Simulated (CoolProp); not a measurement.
A Linde-Hampson liquefier for methane: isothermal reversible compression at 250 K from 1 atm to 40 MPa, throttling to 1 atm, return gas leaving the recuperator 0 K below the feed. Each further row changes one setting.

The numbers come from the reference Helmholtz-energy equation of state, Setzmann 1991 in CoolProp.

```tsv
case	liquid yield per pass	compression work (kJ/kg of gas)
as stated	0.355	688
high pressure 80 MPa	0.308	809
warm-end temperature 280 K	0.287	803
warm-end gap 5 K	0.347	688
```
